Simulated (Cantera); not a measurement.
Input: 1 mol SiCl₄, 390 mol H₂, 0.2 mol HCl, at 1150 K and 2100 Pa.

Method: chemical equilibrium by Gibbs-energy minimisation in Cantera with the NASA 1993 tables (ideal gas, pure condensed phases). Candidate condensed phases: Si; 19 gas species. The tables' values for SiCl₃ are old estimates; treat these amounts as uncertain. Equilibrium is a limit: real reactors are often held back by kinetics, nucleation or transport.

Base state: H₂ 0.990, HCl 0.0101, SiCl₂ 0.000226, SiHCl₃ 2.50e-5, SiCl₃ 1.61e-5, SiCl₄ 1.25e-5 (mole fractions); condensed: Si(s).

What changes in the equilibrium state with this change: temperature from 1150 K to 850 K?


```csv
species,before,after
H₂,0.990,0.995
HCl,0.0101,0.00240
SiCl₄,1.25e-5,0.00135
SiHCl₃,2.50e-5,0.000926
SiCl₂,0.000226,6.92e-6
"Si(s), mol",0.888,0.0811
```
